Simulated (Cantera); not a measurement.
Mixture: 6.18 % CH3OH, 19.7 % O2, 74.1 % N2, equivalence ratio 0.47, at 101000 Pa, adiabatic and at constant volume. Ignition delay is the time to a rise of 400 K.

Detailed kinetics in Cantera: GRI-Mech 3.0 (53 species, 325 reactions). GRI-Mech 3.0 was tuned for natural gas; its chemistry of methanol as a main component is partial and can be far from experiment.

Task: Predict: delay at 1023 K; delay at 1098 K; delay at 1173 K; delay at 1248 K; delay at 1323 K; delay at 1398 K; delay at 1473 K; apparent activation energy between 1323 and 1473 K.

Result: 
| Property | Result |
|---|---|
| delay at 1023 K | 0.342 s |
| delay at 1098 K | 68.7 ms |
| delay at 1173 K | 17.1 ms |
| delay at 1248 K | 5.10 ms |
| delay at 1323 K | 1.79 ms |
| delay at 1398 K | 0.729 ms |
| delay at 1473 K | 0.335 ms |
| apparent activation energy between 1323 and 1473 K | 180 kJ/mol |
